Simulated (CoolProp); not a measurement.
A single-stage vapour-compression cycle with R1336mzz(E): evaporating at 329.15 K (dew point), condensing at 382.15 K (bubble point), superheat 0 K, subcooling 0 K, compressor efficiency 0.7, no pressure losses. Each further row changes one setting.

Model: reference Helmholtz-energy equation of state, Akasaka 2023, in CoolProp.

| case | cooling COP | pressure ratio | discharge temperature (K) | refrigerating effect (kJ/kg) | volumetric capacity (kJ/m³) |
|---|---|---|---|---|---|
| as stated | … | 3.55 | 382.1 | 51.4 | 1860 |
| evaporating temperature 334.15 K | … | 3.09 | 382.1 | 54.5 | 2280 |
| condensing temperature 377.15 K | … | 3.19 | 377.1 | 59.1 | 2140 |
| subcooling 5 K | … | 3.55 | 382.1 | 59.5 | 2160 |
| superheat 10 K | … | 3.55 | 388.8 | 60.7 | … |
| compressor efficiency 0.6 | … | 3.55 | 383.2 | 51.4 | 1860 |

Q: Some entries are withheld; supply them.

A: 
- as stated, cooling COP: 2.24
- evaporating temperature 334.15 K, cooling COP: 2.67
- condensing temperature 377.15 K, cooling COP: 2.78
- subcooling 5 K, cooling COP: 2.60
- superheat 10 K, cooling COP: 2.45
- superheat 10 K, volumetric capacity (kJ/m³): 2090
- compressor efficiency 0.6, cooling COP: 1.92

The compression ends wet for: as stated; evaporating temperature 334.15 K; condensing temperature 377.15 K; subcooling 5 K.
